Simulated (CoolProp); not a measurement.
Vapour-liquid equilibrium of R1234yf (1) + R227EA (2) at 210.6 K; x and y are mole fractions of (1).

Values from CoolProp's multi-fluid Helmholtz-energy mixture model, Lemmon 2022 and Lemmon 2016; pair parameters Bell 2016.

```tsv
x	bubble pressure, mixture model (bar)	bubble pressure, Raoult's law (bar)	y, mixture model	y, Raoult's law
0.05	0.08537	0.08494	0.110	0.106
0.2	0.1011	0.09997	0.364	0.360
0.35	0.1161	0.1150	0.547	0.548
0.5	0.1309	0.1300	0.689	0.693
0.65	0.1456	0.1451	0.803	0.807
0.8	0.1604	0.1601	0.897	0.900
0.95	0.1752	0.1751	0.976	0.977
```

The largest gap from Raoult's law is +1.1 % in bubble pressure, at x = 0.2. No azeotrope shows between x = 0.05 and 0.95.

Pair parameters are fitted to limited data, so mixtures are less certain than the pure fluids.
